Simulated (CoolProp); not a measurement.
Properties of n-hexane at several states.

Model: reference Helmholtz-energy equation of state, Thol 2019, in CoolProp.

```csv
T (°C),p (MPa),phase,density (kg/m³),cp (kJ/(kg K)),cv (kJ/(kg K)),Prandtl number,fugacity coefficient
29.35,0.359,liquid,651.2,2.290,1.772,5.52,0.06763
305.65,2.82,gas,65.28,3.103,2.784,1.01,0.8065
93.65,17.2,liquid,616.3,2.517,2.030,4.60,0.02489
287.85,0.0701,gas,1.303,2.762,2.663,0.740,0.9943
254.45,2.11,gas,55.35,2.984,2.628,1.01,0.7951
107.75,2.88,liquid,578.6,2.653,2.083,4.02,0.1064
```

Viscosity comes from a separate model (Michailidou 2013). Thermal conductivity comes from a separate model (Assael 2013).
